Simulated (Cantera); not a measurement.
An isothermal, constant-pressure homogeneous reactor starts with CH4 : H2 : H = 0.013 : 1 : 0.018 (molar parts), at 1500 K and 0.0132 atm. Integrator tolerance rtol = 1e-08.

Cantera simulation using GRI-Mech 3.0 (53 species, 325 reactions); the numbers are that mechanism's predictions, not measurements. GRI-Mech 3.0 stops at C3 and has no aromatics, soot or wall deposition, so with more carbon than oxygen in the feed, carbon stays in small species such as C2H2 where larger ones or solid carbon would form. Radical loss at walls, strong at low pressure, is not modelled.

Q: What does this change do: pressure from 0.0132 atm to 0.138 atm?

A: 
```csv
quantity,before,after
x(CH4) at 5.00 s,0.00857 (gas-phase equilibrium 0.000853),0.0108 (gas-phase equilibrium 0.00640)
x(H2) at 5.00 s,0.989 (gas-phase equilibrium 0.993),0.988 (gas-phase equilibrium 0.990)
x(H) at 5.00 s,0.000142 (gas-phase equilibrium 0.000153),4.56e-5 (gas-phase equilibrium 4.71e-5)
x(C2H4) at 5.00 s,1.00e-5 (gas-phase equilibrium 2.18e-5),3.74e-5 (gas-phase equilibrium 0.000117)
x(C2H6) at 5.00 s,1.05e-7 (gas-phase equilibrium 2.49e-9),2.01e-7 (gas-phase equilibrium 1.40e-7)
x(CH3) at 5.00 s,2.49e-5 (gas-phase equilibrium 2.66e-6),1.01e-5 (gas-phase equilibrium 6.16e-6)
```

Q: What does this change do: CH4 0.013 to 0.0092 parts?

A: 
```csv
quantity,before,after
x(CH4) at 5.00 s,0.00857 (gas-phase equilibrium 0.000853),0.00568 (gas-phase equilibrium 0.000718)
x(H2) at 5.00 s,0.989 (gas-phase equilibrium 0.993),0.993 (gas-phase equilibrium 0.995)
x(H) at 5.00 s,0.000142 (gas-phase equilibrium 0.000153),0.000146 (gas-phase equilibrium 0.000153)
x(C2H4) at 5.00 s,1.00e-5 (gas-phase equilibrium 2.18e-5),7.26e-6 (gas-phase equilibrium 1.53e-5)
x(C2H6) at 5.00 s,1.05e-7 (gas-phase equilibrium 2.49e-9),4.79e-8 (gas-phase equilibrium 1.76e-9)
x(CH3) at 5.00 s,2.49e-5 (gas-phase equilibrium 2.66e-6),1.69e-5 (gas-phase equilibrium 2.23e-6)
```
